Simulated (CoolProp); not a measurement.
Propylene along the isotherm 26.55 °C: fugacity coefficient from the reference equation and from simpler models built on Tc = 91.1 °C, pc = 4555 kPa, ω = 0.146; each cubic takes its own stable root.

The numbers come from the reference Helmholtz-energy equation of state, Lemmon 2013 in CoolProp.

```
p (kPa)   phase  reference
-------  ------  ---------
175         gas     0.9759
350         gas     0.9518
526         gas     0.9276
701         gas     0.9036
876         gas     0.8795
1050        gas     0.8554
1230     liquid     0.8148
1400     liquid     0.7199
1580     liquid     0.6418
1750     liquid     0.5827
1930     liquid     0.5316
2100     liquid     0.4913
2280     liquid     0.4552
```

How far does each simpler model (van der Waals, Redlich-Kwong, Soave-Redlich-Kwong, Peng-Robinson) lie from the reference over these 13 states: mean and median of the absolute difference, and the worst?


- van der Waals: mean 20.7 %, median 7.1 %, worst +54.1 % at 26.55 °C and 2280 kPa
- Redlich-Kwong: mean 6.1 %, median 3.4 %, worst +12.3 % at 26.55 °C and 2280 kPa
- Soave-Redlich-Kwong: mean 1.1 %, median 1.6 %, worst +2.0 % at 26.55 °C and 2280 kPa
- Peng-Robinson: mean 0.4 %, median 0.4 %, worst -0.5 % at 26.55 °C and 2280 kPa

At some of these states van der Waals, Redlich-Kwong gives the other phase, because its saturation line lies elsewhere.
